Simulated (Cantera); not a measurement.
A perfectly stirred reactor is fed with CH4 : O2 : N2 = 1 : 2 : 7.52 (molar parts), equivalence ratio 1.0, at 1.01 bar; it is adiabatic with a 675 K inlet, and is followed from long to short residence time, starting on the burning branch (τ in s: 0.49, 0.13, 0.033, 0.0087, 0.0023, 0.00059, 0.00015, 4e-05, 1e-05).

Detailed kinetics in Cantera: GRI-Mech 3.0 (53 species, 325 reactions).

Task: What does this change do: CH4 1 to 0.75 parts?

Result: 
```
quantity                                                                      before                                after
------------------------------------------------  ----------------------------------  -----------------------------------
blow-out, bracketed by the residence times tried  burning at 40.0 µs, out at 10.0 µs  burning at 0.150 ms, out at 40.0 µs
x(CH4) at τ = 0.490 s                                                        3.45e-7                              5.83e-7
x(O2) at τ = 0.490 s                                                         0.00880                               0.0470
x(CH3) at τ = 0.490 s                                                        2.17e-7                              2.35e-7
x(HCN) at τ = 0.490 s                                                        7.15e-8                              4.30e-8
x(O) at τ = 0.490 s                                                         0.000826                             0.000531
x(CH4) at τ = 2.30 ms                                                        3.81e-5                              4.81e-5
x(O2) at τ = 2.30 ms                                                          0.0157                               0.0510
x(CH3) at τ = 2.30 ms                                                        2.03e-5                              1.56e-5
x(HCN) at τ = 2.30 ms                                                        1.03e-6                              1.36e-7
x(O) at τ = 2.30 ms                                                          0.00232                              0.00243
```
